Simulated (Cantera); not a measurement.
Cantera run:

```python
import numpy as np
import cantera as ct

gas_names = """
    N2 O3
""".split()
cond_names = """
    ZrO2(a) ZrO2(b) ZrO2(L) ZrN(s) ZrN(L)
""".split()


def load(file, names, dense=False):
    # The tables refer to 1 bar. Condensed volumes are neglected.
    table = {s.name: s for s in ct.Species.list_from_file(file)}
    out = []
    for n in names:
        d = dict(table[n].input_data)
        d["thermo"] = dict(d["thermo"], **{"reference-pressure": 1e5})
        if dense:
            d["equation-of-state"] = {"model": "constant-volume", "density": "1e6 g/cm^3"}
        out.append(ct.Species.from_dict(d))
    return out


species = {s.name: s for s in load("nasa_gas.yaml", gas_names) + load("nasa_condensed.yaml", cond_names)}
# Each term lists the table entries of one substance; the one whose range holds T is used.
reactions = {
    '3 N2(g) + 6 ZrO2 = 4 O3(g) + 6 ZrN':
        [(-3, ['N2']), (-6, ['ZrO2(a)', 'ZrO2(b)', 'ZrO2(L)']), (4, ['O3']), (6, ['ZrN(s)', 'ZrN(L)'])],
}


def pick(names, T):
    return next(species[n] for n in names if species[n].thermo.min_temp <= T <= species[n].thermo.max_temp)


results = []
for label, terms in reactions.items():
    print(label)
    print("     T/K   dH/kJ  dS/(J/K)   dG/kJ   log10 K")
    for T in [2225, 2250, 2275, 2300, 2325, 2350, 2375, 2400, 2425, 2450]:
        used = [(nu, pick(names, T)) for nu, names in terms]
        dH = sum(nu * s.thermo.h(T) for nu, s in used) / 1e6
        dS = sum(nu * s.thermo.s(T) for nu, s in used) / 1e3
        dG = dH - T * dS / 1e3
        logK = -dG * 1e6 / (ct.gas_constant * T * np.log(10))
        results.append((label, T, dH, dS, dG, logK, [s.name for _, s in used]))
        print(f"{T:8g} {dH:8.1f} {dS:8.1f} {dG:8.1f} {logK:8.2f}")
```

Output:

```
3 N2(g) + 6 ZrO2 = 4 O3(g) + 6 ZrN
     T/K   dH/kJ  dS/(J/K)   dG/kJ   log10 K
    2225   4952.1    282.4   4323.8  -101.51
    2250   4954.9    283.6   4316.8  -100.21
    2275   4957.8    284.9   4309.7   -98.95
    2300   4960.8    286.2   4302.5   -97.71
    2325   4963.9    287.6   4295.4   -96.50
    2350   4967.1    288.9   4288.1   -95.31
    2375   4970.3    290.3   4280.9   -94.15
    2400   4973.7    291.7   4273.6   -93.01
    2425   4977.1    293.1   4266.3   -91.90
    2450   4980.6    294.5   4259.0   -90.80
```

Cantera with NASA thermochemical tables; ideal gases at 1 bar, condensed phases pure. ZrN: taken at fixed stoichiometry. Condensed species are held in their standard states even where they would react or evaporate.
